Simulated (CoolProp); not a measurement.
Vapour-liquid equilibrium of CH2F2 (R32) (1) + R152A (2) at -14.75 °C; x and y are mole fractions of (1).

Computed with CoolProp (multi-fluid Helmholtz-energy mixture model, Tillner-Roth 1997 and Outcalt 1996; pair parameters Bell 2016).

```csv
x,bubble pressure (kPa),y at the bubble point,dew pressure at overall composition x (kPa),liquid density (mol/L)
0.05,167.6,0.143,155.9,15.24
0.125,193.5,0.308,165.3,15.60
0.2,219.2,0.435,175.8,15.98
0.275,244.7,0.536,187.7,16.37
0.35,270.0,0.618,201.3,16.77
0.425,295.3,0.687,216.9,17.20
0.5,320.6,0.746,235.0,17.64
0.575,345.9,0.797,256.1,18.11
0.65,371.3,0.842,281.2,18.60
0.725,396.8,0.882,311.2,19.11
0.8,422.5,0.918,347.5,19.64
0.875,448.5,0.951,392.2,20.21
0.95,474.8,0.981,447.7,20.81
```

No azeotrope shows between x = 0.05 and 0.95.

Pair parameters are fitted to limited data, so mixtures are less certain than the pure fluids.
